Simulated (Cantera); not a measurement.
Charge: 1 mol CH3OH, 0.51 mol H2, 15 mol N2, 1.4 mol CO2, equilibrated at 1623.15 K and 1.00 bar.

These are equilibrium values from Cantera (NASA tables, ideal gas, pure condensed phases), not measurements of a reactor. Candidate condensed phases: C, C6H6, C7H8, C8H18, H2O; 136 gas species. Rates play no part.

Base state: N2 0.753, CO 0.0997, H2 0.0765, H2O 0.0495, CO2 0.0208, H 1.92e-5 (mole fractions); condensed: gas only.

### Question
What changes in the equilibrium state with this change: CO2 from 1.4 to 0.075 mol?

### Answer
| species | before | after |
|---|---|---|
| N2 | 0.753 | 0.807 |
| H2 | 0.0765 | 0.131 |
| CO | 0.0997 | 0.0573 |
| H2O | 0.0495 | 0.00354 |
| CO2 | 0.0208 | 0.000498 |
| H | 1.92e-5 | 2.51e-5 |
